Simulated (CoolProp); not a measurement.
Vapour-liquid equilibrium of benzene (1) + dimethyl carbonate (2) at 226.55 °C; x and y are mole fractions of (1).

Computed with CoolProp (multi-fluid Helmholtz-energy mixture model, Thol 2012 and Zhou 2011; pair parameters Bell 2016).

```csv
x,bubble pressure (kPa),y at the bubble point,dew pressure at overall composition x (kPa),liquid density (mol/L)
0.05,2124,0.057,2121,8.127
0.2,2183,0.216,2177,8.029
0.35,2222,0.364,2219,7.948
0.5,2241,0.505,2241,7.885
0.65,2240,0.645,2240,7.843
0.8,2219,0.790,2217,7.821
0.95,2176,0.945,2174,7.819
```

y crosses x between x = 0.5 and 0.65: the model has an azeotrope there.

The pair parameters rest on a limited set of measurements; away from them the model extrapolates.
